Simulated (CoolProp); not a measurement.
Vapour pressure (MPa) of hydrogen chloride: the reference equation beside estimates from Tc = 324.7 K, pc = 8.314 MPa, ω = 0.130. Clausius-Clapeyron is anchored at 177.1 K with a constant enthalpy of vaporisation of 16.60 kJ/mol.

Computed with CoolProp (reference Helmholtz-energy equation of state, Thol 2018).

| T (K) | reference | Clausius-Clapeyron | van der Waals | Redlich-Kwong | Soave-Redlich-Kwong |
|---|---|---|---|---|---|
| 177.1 | 0.05174 | 0.05174 | 0.4072 | 0.05805 | 0.04822 |
| 190.5 | 0.1154 | 0.1143 | [?] | 0.1341 | 0.1103 |
| 203.8 | [?] | 0.2265 | 0.9326 | 0.2693 | 0.2226 |
| 217.2 | 0.4143 | 0.4145 | 1.317 | 0.4898 | [?] |
| 230.5 | 0.6958 | 0.7045 | 1.790 | 0.8178 | 0.6969 |
| 243.9 | 1.105 | 1.134 | [?] | 1.284 | 1.117 |
| 257.2 | 1.666 | 1.731 | [?] | 1.906 | 1.695 |
| 270.5 | 2.415 | 2.535 | 3.835 | [?] | 2.466 |

Task: Some entries are withheld; supply them.

Result: 
- 190.5, van der Waals: 0.6340
- 203.8, reference: 0.2283
- 217.2, Soave-Redlich-Kwong: 0.4101
- 243.9, van der Waals: 2.366
- 257.2, van der Waals: 3.045
- 270.5, Redlich-Kwong: 2.710

Absolute difference from the reference over all 8 rows, mean and median: Clausius-Clapeyron 1.8 and 1.1 %, van der Waals 259.5 and 187.6 %, Redlich-Kwong 15.6 and 16.2 %, Soave-Redlich-Kwong 2.5 and 1.9 %.
